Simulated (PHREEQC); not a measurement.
Make-up at 20 °C: 0.02 mol/kgw HF, 0.0022 mol/kgw NaF and 0.014 mol/kgw H2SO4. Closed to the air; pH follows from the charge balance.

Model: ion-association model, phreeqc.dat, run in PHREEQC.

| quantity | before | after |
|---|---|---|
| pH | 1.75 | 1.85 |
| ionic strength (mol/kgw) | 0.0293 | 0.0221 |
| HF (mol/kgw) | 0.0210 | 0.0216 |
| SO4-2 (mol/kgw) | 0.00711 | 0.00378 |
| HSO4- (mol/kgw) | 0.00685 | 0.0102 |
| F- (mol/kgw) | 0.00104 | 0.000501 |

Problem. What was changed between the two runs?
(A) H2SO4 from 0.014 to 0.021 mol/kgw
(B) temperature from 20 to 70 °C
(C) HF replaced by H2SiF6 at the same molality
(D) temperature from 20 to 40 °C

Solution. B, temperature from 20 to 70 °C

This is a speciation only: nothing precipitates in the calculation. Constants without temperature data keep their 25 °C values here.
